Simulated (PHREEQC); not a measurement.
Dissolve 0.29 mol NH4Cl, 0.02 mol NaF and 0.028 mol NaCl per kg of water at 25 °C. Closed to the air; pH follows from the charge balance.

Model: ion-association model, phreeqc.dat, run in PHREEQC.

```json
{
 "pH": "5.67",
 "ionic_strength": "0.338 mol/kgw",
 "activity_of_water": "0.989",
 "specific_conductance": "36800 µS/cm",
 "density": "1.004 g/cm³"
}
```

```tsv
species	molality	activity	log γ
Cl-	0.318	0.215	-0.169
NH4+	0.290	0.183	-0.201
Na+	0.0478	0.0347	-0.139
F-	0.0197	0.0131	-0.178
NaF	0.000242	0.000261	0.034
NH3	4.48e-5	4.84e-5	0.034
HF	3.91e-5	4.23e-5	0.034
HF2-	2.90e-6	2.12e-6	-0.136
H+	2.77e-6	2.15e-6	-0.109
OH-	7.00e-9	4.65e-9	-0.178
```

No solid was allowed to form.
